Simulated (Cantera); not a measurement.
A closed system holds: 1 mol SiC, 0.49 mol C, 6.8 mol N₂, equilibrated at 12.0 mbar.

Cantera equilibrium calculation (NASA polynomials, part measured and part estimated; ideal gas, pure solids and liquids). Candidate condensed phases: C, Si, SiC, Si₃N₄; 20 gas species. The tables' values for SiN are old estimates; treat these amounts as uncertain. The numbers say what is thermodynamically allowed, not how fast it happens. All values below are at 2277 °C.

Base state: N₂ 0.878, Si 0.0860, SiC₂ 0.0257, Si₂C 0.00783, CN 0.00132, SiN 0.000826, Si₂ 0.000372, Si₂N 0.000107 (mole fractions); condensed: C(graphite).

What changes in the equilibrium state with this change: SiC replaced by AlN?


```csv
species,before,after
N₂,0.878,0.878
Al,0,0.120
CN,0.00132,0.00132
Si,0.0860,0
SiC₂,0.0257,0
Si₂C,0.00783,0
SiN,0.000826,0
Si₂,0.000372,0
"C(graphite), mol",1.02,0.475
```
Further candidate phases: Al, AlN.
